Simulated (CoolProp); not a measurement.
Values from CoolProp's reference Helmholtz-energy equation of state, Lemmon 2004. It is a short technical equation, of lower accuracy than the large ones.

Problem. For n-dodecane, give the phase and the speed of sound (m/s), Joule-Thomson coefficient (K/MPa), isothermal compressibility (1/MPa), Prandtl number at 291.65 °C and 2520 kPa.

Solution. 
- 291.65 °C and 2520 kPa: liquid; speed of sound 455, Joule-Thomson coefficient 0.124, isothermal compressibility 0.0107, Prandtl number 4.59

Viscosity comes from a separate model (Huber 2004). Thermal conductivity comes from a separate model (Huber 2004).
